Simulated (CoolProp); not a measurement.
Vapour pressure (MPa) of the fluoroketone C6F12O (FK-5-1-12): the reference equation beside estimates from Tc = 441.8 K, pc = 1.869 MPa, ω = 0.471.

Values from CoolProp's reference Helmholtz-energy equation of state, McLinden 2015.

```json
[
 {"T (K)": "260.7", "reference": "0.006224", "Lee-Kesler": "0.006253", "van der Waals": "0.1474", "Peng-Robinson": "[?]"},
 {"T (K)": "274.7", "reference": "0.01351", "Lee-Kesler": "0.01352", "van der Waals": "0.1988", "Peng-Robinson": "0.01404"},
 {"T (K)": "288.8", "reference": "0.02682", "Lee-Kesler": "0.02681", "van der Waals": "0.2617", "Peng-Robinson": "0.02739"},
 {"T (K)": "302.8", "reference": "0.04896", "Lee-Kesler": "0.04895", "van der Waals": "0.3361", "Peng-Robinson": "0.04943"},
 {"T (K)": "316.9", "reference": "0.08397", "Lee-Kesler": "0.08401", "van der Waals": "[?]", "Peng-Robinson": "0.08418"},
 {"T (K)": "330.9", "reference": "0.1357", "Lee-Kesler": "[?]", "van der Waals": "0.5244", "Peng-Robinson": "[?]"},
 {"T (K)": "345", "reference": "0.2099", "Lee-Kesler": "0.2101", "van der Waals": "0.6401", "Peng-Robinson": "0.2093"},
 {"T (K)": "359", "reference": "0.3111", "Lee-Kesler": "0.3111", "van der Waals": "0.7698", "Peng-Robinson": "0.3103"},
 {"T (K)": "373.1", "reference": "0.4467", "Lee-Kesler": "0.4465", "van der Waals": "0.9160", "Peng-Robinson": "0.4464"},
 {"T (K)": "387.1", "reference": "0.6217", "Lee-Kesler": "0.6210", "van der Waals": "1.077", "Peng-Robinson": "0.6229"},
 {"T (K)": "401.2", "reference": "0.8463", "Lee-Kesler": "0.8453", "van der Waals": "1.256", "Peng-Robinson": "0.8502"}
]
```

Some entries are withheld; supply them.


- 260.7, Peng-Robinson: 0.006625
- 316.9, van der Waals: 0.4238
- 330.9, Lee-Kesler: 0.1358
- 330.9, Peng-Robinson: 0.1355

Absolute difference from the reference over all 11 rows, mean and median: Lee-Kesler 0.1 and 0.1 %, van der Waals 579.3 and 286.4 %, Peng-Robinson 1.4 and 0.3 %.
